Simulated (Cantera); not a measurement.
Catalytic combustion on Pt

An isothermal plug-flow reactor at 700 K and 0.900 bar (inlet), inlet velocity 1.8 m/s, active area per volume 620 1/m; feed 0.359 % H₂, 2.99 % O₂, 94.5 % N₂, 2.15 % H₂O, equivalence ratio 0.060.

Detailed kinetics in Cantera: Deutschmann's 1995 Pt surface mechanism with GRI-Mech 3.0 gas chemistry. Catalytic surfaces can have several steady states; this one follows from the mechanism file's or the stated starting coverage. Mass transfer to the wall is taken as infinitely fast.

```json
[
 {"z (m)": "4.5e-05", "x H₂": "0.00324", "x O₂": "0.0297", "x H₂O": "0.0219", "θ free Pt": "0.196", "θ O*": "0.793", "θ OH*": "0.0112"},
 {"z (m)": "7.5e-05", "x H₂": "0.00305", "x O₂": "0.0296", "x H₂O": "0.0221", "θ free Pt": "0.184", "θ O*": "0.805", "θ OH*": "0.0109"},
 {"z (m)": "0.00012", "x H₂": "0.00279", "x O₂": "0.0295", "x H₂O": "0.0223", "θ free Pt": "0.170", "θ O*": "0.820", "θ OH*": "0.0106"},
 {"z (m)": "0.00021", "x H₂": "0.00239", "x O₂": "0.0293", "x H₂O": "0.0227", "θ free Pt": "0.146", "θ O*": "0.844", "θ OH*": "0.0100"},
 {"z (m)": "0.00035", "x H₂": "0.00195", "x O₂": "0.0291", "x H₂O": "0.0232", "θ free Pt": "0.120", "θ O*": "0.870", "θ OH*": "0.00930"},
 {"z (m)": "0.00058", "x H₂": "0.00149", "x O₂": "0.0289", "x H₂O": "0.0237", "θ free Pt": "0.0933", "θ O*": "0.898", "θ OH*": "0.00836"},
 {"z (m)": "0.00096", "x H₂": "0.00107", "x O₂": "0.0287", "x H₂O": "0.0241", "θ free Pt": "0.0683", "θ O*": "0.924", "θ OH*": "0.00729"},
 {"z (m)": "0.0016", "x H₂": "0.000717", "x O₂": "0.0285", "x H₂O": "0.0244", "θ free Pt": "0.0479", "θ O*": "0.946", "θ OH*": "0.00620"},
 {"z (m)": "0.0027", "x H₂": "0.000446", "x O₂": "0.0284", "x H₂O": "0.0247", "θ free Pt": "0.0330", "θ O*": "0.962", "θ OH*": "0.00521"},
 {"z (m)": "0.0045", "x H₂": "0.000257", "x O₂": "0.0283", "x H₂O": "0.0249", "θ free Pt": "0.0239", "θ O*": "0.972", "θ OH*": "0.00447"}
]
```
x: gas mole fraction; θ: surface coverage.
